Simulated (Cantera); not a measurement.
A perfectly stirred reactor is fed with NO : N2 = 1 : 0.17 (molar parts), at 100000 Pa; it is held at 1875 K, and followed from long to short residence time.

Computed with Cantera and GRI-Mech 3.0 (53 species, 325 reactions).

Q: What does this change do: N2 0.17 to 0.054 parts?

A: 
```
quantity                 before     after
---------------------  --------  --------
x(NO) at τ = 1.60 s       0.454     0.487
x(O2) at τ = 1.60 s       0.200     0.230
x(N2O) at τ = 1.60 s    8.45e-5   9.69e-5
x(NO2) at τ = 1.60 s   0.000960   0.00110
x(O) at τ = 1.60 s     0.000111  0.000119
x(NO) at τ = 40.0 ms      0.829     0.917
x(O2) at τ = 40.0 ms     0.0125    0.0153
x(N2O) at τ = 40.0 ms  0.000292  0.000356
x(NO2) at τ = 40.0 ms  0.000573  0.000685
x(O) at τ = 40.0 ms     3.90e-5   4.22e-5
```
